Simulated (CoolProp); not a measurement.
The fluid at 293.15 K and 0.152 MPa (gas) is heated at constant pressure to 321.6 K. The same conditions are run with several fluids, on thermodynamics alone (safety and materials aside).

The numbers come from the reference Helmholtz-energy equation of state of each fluid (oxygen: Schmidt 1985; R143a: Lemmon and Jacobsen 2000; chlorine: Thol 2021; dry air: Lemmon 2000; c-C4F8 (RC318): Platzer 1990) in CoolProp. The equations of Platzer and Polt are older, rougher fits. Blends and air are pseudo-pure fits.

| fluid | heat (kJ/kg) | final density (kg/m³) |
|---|---|---|
| oxygen | 26.2 | 1.82 |
| R143a | … | … |
| chlorine | … | … |
| dry air | 28.7 | … |
| c-C4F8 (RC318) | … | … |

### Question
Fill in the missing entries.

### Answer

- R143a, heat (kJ/kg): 27.6
- R143a, final density (kg/m³): 4.87
- chlorine, heat (kJ/kg): 14.1
- chlorine, final density (kg/m³): 4.09
- dry air, final density (kg/m³): 1.65
- c-C4F8 (RC318), heat (kJ/kg): 23.0
- c-C4F8 (RC318), final density (kg/m³): 11.8

Above 300 K oxygen's equation is extrapolated.
